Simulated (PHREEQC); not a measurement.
Make-up at 25 °C: 0.11 mol/kgw NH4HF2, 0.033 mol/kgw (NH4)2SiF6 and 0.0021 mol/kgw HCl. Closed to the air; pH follows from the charge balance.

Computed with PHREEQC (ion-association model, phreeqc.dat).

```csv
quantity,before,after
pH,2.99,2.76
ionic strength (mol/kgw),0.210,0.101
HF (mol/kgw),0.0843,0.00266
F- (mol/kgw),0.0827,0.00136
HF2- (mol/kgw),0.0265,1.38e-5
NH3 (mol/kgw),6.36e-8,1.56e-8
```

### Question
What was changed between the two runs?
A. NH4HF2 left out
B. temperature from 25 to 45 °C
C. temperature from 25 to 70 °C
D. (NH4)2SiF6 from 0.033 to 0.0363 mol/kgw
E. (NH4)2SiF6 left out

### Answer
A, NH4HF2 left out

No solid was allowed to form. Some of these states are supersaturated (in Quartz (slow to form), Chalcedony (slow to form), for instance). SiF6-2 is the database's only silicon fluoride.
